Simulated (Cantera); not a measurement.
# Thermodynamics of carbon deposition, reforming and gasification, feed C₆H₆ + H₂O + N₂ + CO₂

Feed: 1 mol C₆H₆, 5.7 mol H₂O, 0.29 mol N₂, 0.27 mol CO₂, equilibrated at 1.33 mbar.

Cantera equilibrium calculation (NASA polynomials, part measured and part estimated; ideal gas, pure solids and liquids). Candidate condensed phases: C, C₆H₆, C₇H₈, C₈H₁₈, H₂O; 136 gas species. The numbers say what is thermodynamically allowed, not how fast it happens.

```
T (°C)  log p H₂  log p CO  log p N₂  log p H  log p CO₂  log p HCN  n C(graphite)
------  --------  --------  --------  -------  ---------  ---------  -------------
627        -3.12     -3.27     -4.59   -11.49      -5.78      -9.92         0.0582
702        -3.12     -3.26     -4.60   -10.50      -6.54      -9.32         0.0353
777        -3.12     -3.26     -4.60    -9.65      -7.20      -8.81         0.0312
852        -3.12     -3.26     -4.60    -8.91      -7.76      -8.37         0.0303
927        -3.12     -3.26     -4.60    -8.26      -8.25      -7.98         0.0300
1002       -3.12     -3.26     -4.60    -7.69      -8.68      -7.65         0.0298
1077       -3.12     -3.26     -4.60    -7.18      -9.06      -7.34         0.0295
1152       -3.12     -3.26     -4.60    -6.73      -9.40      -7.08         0.0290
1227       -3.12     -3.26     -4.60    -6.31      -9.70      -6.83         0.0281
1302       -3.12     -3.26     -4.60    -5.94      -9.98      -6.62         0.0268
1377       -3.12     -3.26     -4.60    -5.60     -10.22      -6.42         0.0247
1452       -3.12     -3.26     -4.60    -5.29     -10.45      -6.24         0.0216
1527       -3.12     -3.26     -4.60    -5.01     -10.66      -6.08         0.0170
1602       -3.13     -3.27     -4.61    -4.75     -10.85      -5.93         0.0103
```
log p: log10 of the partial pressure in bar; n: condensed amount in mol.

From 627 °C to 1602 °C the condensed part is C(graphite). The main C-bearing gas is CO throughout.
